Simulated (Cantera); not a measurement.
A perfectly stirred reactor is fed with 8.33 % NO, 91.7 % N2, at 0.120 bar; it is held at 1725 K, and followed from long to short residence time.

Detailed kinetics in Cantera: GRI-Mech 3.0 (53 species, 325 reactions).

x: mole fraction; the columns are a selection and need not sum to one.

| τ (s) | x NO | x N2O | x NO2 | x N2 | x O2 | x O |
|---|---|---|---|---|---|---|
| 24 | 0.0779 | 2.32e-6 | 1.00e-5 | 0.919 | 0.00272 | 1.03e-5 |
| 8.5 | 0.0814 | 2.54e-6 | 7.39e-6 | 0.918 | 0.000962 | 7.41e-6 |
| 3.0 | 0.0826 | 2.61e-6 | 5.99e-6 | 0.917 | 0.000332 | 6.03e-6 |
| 1.0 | 0.0831 | 2.59e-6 | 5.28e-6 | 0.917 | 0.000105 | 5.35e-6 |
| 0.37 | 0.0832 | 2.49e-6 | 4.79e-6 | 0.917 | 3.50e-5 | 4.89e-6 |
| 0.13 | 0.0833 | [?] | [?] | 0.917 | [?] | [?] |
| 0.045 | 0.0833 | 1.66e-6 | 2.38e-6 | 0.917 | 1.36e-6 | 2.60e-6 |
| 0.016 | 0.0833 | [?] | [?] | 0.917 | [?] | [?] |
| 0.0056 | 0.0833 | 4.47e-7 | 2.09e-7 | 0.917 | 9.23e-9 | 4.12e-7 |
| 0.0020 | 0.0833 | 1.79e-7 | 4.18e-8 | 0.917 | 1.10e-9 | 1.62e-7 |

Problem. Some entries are withheld; supply them.

Solution. 
- 0.13, x N2O: 2.21e-6
- 0.13, x NO2: 3.94e-6
- 0.13, x O2: 9.00e-6
- 0.13, x O: 4.09e-6
- 0.016, x N2O: 9.77e-7
- 0.016, x NO2: 8.58e-7
- 0.016, x O2: 1.12e-7
- 0.016, x O: 1.12e-6
